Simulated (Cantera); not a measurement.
A perfectly stirred reactor is fed with CH4 : H2O : H2 = 1 : 1.8 : 1.2 (molar parts), at 28000 Pa; it is held at 1523 K, and followed from long to short residence time.

Computed with Cantera and GRI-Mech 3.0 (53 species, 325 reactions).

What does this change do: CH4 1 to 3.7 parts?


```csv
quantity,before,after
x(CH4) at τ = 4.00 s,0.0831,0.139
x(H2O) at τ = 4.00 s,0.350,0.168
x(H2) at τ = 4.00 s,0.489,0.551
x(H) at τ = 4.00 s,2.59e-5,2.49e-5
x(CO) at τ = 4.00 s,0.0212,0.0215
x(CH4) at τ = 13.0 ms,0.246,0.540
x(H2O) at τ = 13.0 ms,0.449,0.267
x(H2) at τ = 13.0 ms,0.303,0.188
x(H) at τ = 13.0 ms,1.37e-5,7.31e-6
x(CO) at τ = 13.0 ms,1.55e-5,1.33e-5
```
GRI-Mech 3.0 stops at C3 and has no aromatics, soot or wall deposition, so with more carbon than oxygen in the feed, carbon stays in small species such as C2H2 where larger ones or solid carbon would form.

What does this change do: pressure from 28000 Pa to 1300000 Pa?


| quantity | before | after |
|---|---|---|
| x(CH4) at τ = 4.00 s | 0.0831 | 0.161 |
| x(H2O) at τ = 4.00 s | 0.350 | 0.349 |
| x(H2) at τ = 4.00 s | 0.489 | 0.436 |
| x(H) at τ = 4.00 s | 2.59e-5 | 4.24e-6 |
| x(CO) at τ = 4.00 s | 0.0212 | 0.0346 |
| x(CH4) at τ = 13.0 ms | 0.246 | 0.234 |
| x(H2O) at τ = 13.0 ms | 0.449 | 0.445 |
| x(H2) at τ = 13.0 ms | 0.303 | 0.314 |
| x(H) at τ = 13.0 ms | 1.37e-5 | 2.92e-6 |
| x(CO) at τ = 13.0 ms | 1.55e-5 | 0.000185 |
The pressure lies above the range GRI-Mech 3.0 was tuned for (to about 10 atm).

What does this change do: temperature 1523 to 2073 K?


```tsv
quantity	before	after
x(CH4) at τ = 4.00 s	0.0831	0.000388
x(H2O) at τ = 4.00 s	0.350	0.128
x(H2) at τ = 4.00 s	0.489	0.702
x(H) at τ = 4.00 s	2.59e-5	0.00402
x(CO) at τ = 4.00 s	0.0212	0.160
x(CH4) at τ = 13.0 ms	0.246	0.0185
x(H2O) at τ = 13.0 ms	0.449	0.236
x(H2) at τ = 13.0 ms	0.303	0.612
x(H) at τ = 13.0 ms	1.37e-5	0.00335
x(CO) at τ = 13.0 ms	1.55e-5	0.0848
```
